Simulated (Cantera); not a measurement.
**Premixed flame**

A freely propagating, adiabatic, planar premixed flame of H₂ : O₂ : N₂ = 1 : 0.2 : 0.78 (molar parts), equivalence ratio 2.5, unburnt at 323 K and 0.987 atm; mixture-averaged transport, grid criteria slope 0.08 and curve 0.16, no radiation.

Model: the H2/O2 subset of GRI-Mech 3.0, which has no nitrogen chemistry, integrated in Cantera. Burning velocities carry a grid error of a few per cent, more on coarse grids.

```
z (mm)   T (K)  u (m/s)   x H₂      x O₂       x O     x HO₂     x H₂O   x H₂O₂
-------  -----  -------  -----  --------  --------  --------  --------  -------
-1.08      323     2.90  0.505     0.101     <1e-8     <1e-8     <1e-8    <1e-8
-0.719     323     2.90  0.505     0.101     <1e-8     <1e-8     <1e-8    <1e-8
-0.539     323     2.90  0.505     0.101     <1e-8     <1e-8   4.55e-8    <1e-8
-0.359     324     2.90  0.505     0.101     <1e-8   2.56e-7   1.51e-6  2.66e-8
-0.180     360     3.19  0.499     0.102   2.15e-6  0.000143  0.000752  1.60e-5
-0.0899    632     5.44  0.468    0.0960  0.000112  0.000270    0.0212  7.36e-5
0         1004     8.42  0.410    0.0737  0.000782   9.60e-5    0.0743  1.05e-5
0.0899    1272     10.6  0.347    0.0367   0.00155   3.95e-5     0.147  7.90e-7
0.180     1413     11.7  0.311    0.0118  0.000961   1.22e-5     0.194  3.40e-7
0.359     1525     12.6  0.301  0.000974  0.000258   9.33e-7     0.216  1.65e-7
0.719     1618     13.3  0.307   6.46e-5  0.000148   6.67e-8     0.219  1.14e-7
1.44      1705     13.9  0.315   2.81e-5   8.89e-5   3.24e-8     0.220  6.75e-8
2.88      1776     14.4  0.322   1.37e-5   4.40e-5   1.73e-8     0.222  3.35e-8
```
x: mole fraction of selected species; z is measured from the peak of heat release.

* **laminar burning velocity**: 290 cm/s
* **thermal thickness**: 0.359 mm
* **peak x(O)**: 0.00156
* **peak x(HO₂)**: 0.000415
* **peak x(H₂O₂)**: 7.81e-5
* **grid points**: 126
